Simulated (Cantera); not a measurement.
## Ignition delay

Mixture: C3H8 : O2 : N2 = 1 : 4.55 : 28.6 (molar parts), at 3.00 bar, adiabatic and at constant volume. Ignition delay is the time to a rise of 400 K.

Cantera simulation using GRI-Mech 3.0 (53 species, 325 reactions); the numbers are that mechanism's predictions, not measurements. GRI-Mech 3.0 was tuned for natural gas; its chemistry of propane as a main component is partial and can be far from experiment.

```csv
T0 (K),delay (ms)
1150,13.3
1250,1.81
1350,0.337
1450,0.0880
1550,0.0312
1650,0.0142
1750,0.00779
1850,0.00492
1950,0.00344
2050,0.00258
```

```
Property                                                Result
--------------------------------------------------  ----------
apparent activation energy between 1850 and 2050 K  100 kJ/mol
```
